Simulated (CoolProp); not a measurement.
A single-stage vapour-compression cycle with propylene: evaporating at 210.15 K (dew point), condensing at 234.15 K (bubble point), superheat 8 K, subcooling 2 K, compressor efficiency 0.85, no pressure losses. Each further row changes one setting.

Values from CoolProp's reference Helmholtz-energy equation of state, Lemmon 2013.

```
case                              cooling COP  pressure ratio  discharge temperature (K)  refrigerating effect (kJ/kg)  volumetric capacity (kJ/m³)
--------------------------------  -----------  --------------  -------------------------  ----------------------------  ---------------------------
as stated                                6.81            3.11                      266.1                           418                          469
evaporating temperature 215.15 K            …            2.40                          …                           423                          605
condensing temperature 229.15 K          8.75               …                          …                           429                          481
subcooling 7 K                           6.99            3.11                      266.1                           429                          481
superheat 18 K                           6.71            3.11                      276.8                           431                          461
compressor efficiency 0.75                  …            3.11                      271.7                           418                          469
```

Q: Complete the blanks.

A: 
- evaporating temperature 215.15 K, cooling COP: 8.97
- evaporating temperature 215.15 K, discharge temperature (K): 260.3
- condensing temperature 229.15 K, pressure ratio: 2.51
- condensing temperature 229.15 K, discharge temperature (K): 256.8
- compressor efficiency 0.75, cooling COP: 6.01
